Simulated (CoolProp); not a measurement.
Vapour-liquid equilibrium of n-hexane (1) + o-xylene (2) at 282 kPa; x and y are mole fractions of (1).

Values from CoolProp's multi-fluid Helmholtz-energy mixture model, Thol 2019 and Zhou 2012; pair parameters Bell 2016.

```
x      bubble temperature, mixture model (K)  bubble temperature, Raoult's law (K)  y, mixture model  y, Raoult's law
-----  -------------------------------------  ------------------------------------  ----------------  ---------------
0.05                                   451.1                                 451.5             0.215            0.224
0.125                                  438.6                                 439.6             0.443            0.455
0.2                                    428.3                                 429.8             0.593            0.607
0.275                                  419.9                                 421.5             0.696            0.711
0.35                                   412.9                                 414.4             0.769            0.785
0.425                                  406.9                                 408.3             0.822            0.839
0.5                                    401.8                                 402.9             0.863            0.880
0.575                                  397.3                                 398.1             0.895            0.911
0.65                                   393.3                                 393.8             0.920            0.936
0.725                                  389.7                                 390.0             0.942            0.955
0.8                                    386.4                                 386.5             0.960            0.971
0.875                                  383.3                                 383.3             0.976            0.984
0.95                                   380.4                                 380.3             0.991            0.994
```

The largest gap from Raoult's law is -1.6 K in bubble temperature, at x = 0.275. No azeotrope shows between x = 0.05 and 0.95.

Pair parameters are fitted to limited data, so mixtures are less certain than the pure fluids.
